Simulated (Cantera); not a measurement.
An isothermal, constant-pressure homogeneous reactor starts with 29.4 % NH₃, 70.6 % N₂, at 1725 K and 0.809 atm.

Computed with Cantera and the gas-phase N/H chemistry of the illustrative SiF4/NH3 mechanism in the Surface Chemkin manual (1991). Walls and surfaces, which speed up NH3 decomposition in real reactors, are not modelled.

x: mole fraction; the columns are a selection and need not sum to one.

| t (s) | x NH₃ | x N₂ | x NH₂ | x H₂ | x N₂H₄ | x NH | x H |
|---|---|---|---|---|---|---|---|
| 0.000100 | 0.294 | 0.706 | 1.56e-5 | 7.85e-6 | 1.23e-9 | 8.90e-9 | 2.66e-8 |
| 0.000264 | 0.294 | 0.706 | 4.06e-5 | 2.18e-5 | 8.47e-9 | 6.86e-8 | 3.02e-8 |
| 0.000696 | 0.294 | 0.706 | 9.66e-5 | 7.52e-5 | 4.81e-8 | 2.98e-7 | 5.42e-8 |
| 0.00184 | 0.294 | 0.706 | 0.000148 | 0.000344 | 1.13e-7 | 5.67e-7 | 1.39e-7 |
| 0.00484 | 0.293 | 0.706 | 0.000152 | 0.00122 | 1.19e-7 | 6.20e-7 | 3.19e-7 |
| 0.0128 | 0.291 | 0.705 | 0.000149 | 0.00351 | 1.14e-7 | 6.82e-7 | 7.70e-7 |
| 0.0337 | 0.286 | 0.705 | 0.000142 | (withheld) | (withheld) | (withheld) | (withheld) |
| 0.0890 | 0.273 | 0.702 | 0.000132 | 0.0245 | 8.93e-8 | 9.28e-7 | 4.66e-6 |
| 0.235 | 0.243 | 0.698 | 0.000116 | 0.0595 | 6.99e-8 | 9.99e-7 | 1.12e-5 |
| 0.619 | 0.183 | 0.688 | 9.27e-5 | 0.128 | 4.43e-8 | 9.36e-7 | 2.52e-5 |
| 1.63 | (withheld) | 0.675 | (withheld) | (withheld) | (withheld) | (withheld) | (withheld) |
| 4.31 | 0.0360 | 0.665 | 2.55e-5 | 0.299 | 3.36e-9 | 3.89e-7 | 8.25e-5 |
| 11.4 | 0.00964 | 0.661 | 8.05e-6 | 0.330 | 3.34e-10 | 1.45e-7 | 0.000107 |
| 30.0 | 0.00273 | 0.659 | 2.43e-6 | 0.338 | 3.05e-11 | 4.71e-8 | 0.000117 |

Problem. Some entries are withheld; supply them.

Solution. 
- 0.0337, x H₂: 0.00947
- 0.0337, x N₂H₄: 1.04e-7
- 0.0337, x NH: 7.94e-7
- 0.0337, x H: 1.90e-6
- 1.63, x NH₃: 0.101
- 1.63, x NH₂: 5.86e-5
- 1.63, x H₂: 0.223
- 1.63, x N₂H₄: 1.77e-8
- 1.63, x NH: 7.12e-7
- 1.63, x H: 5.03e-5
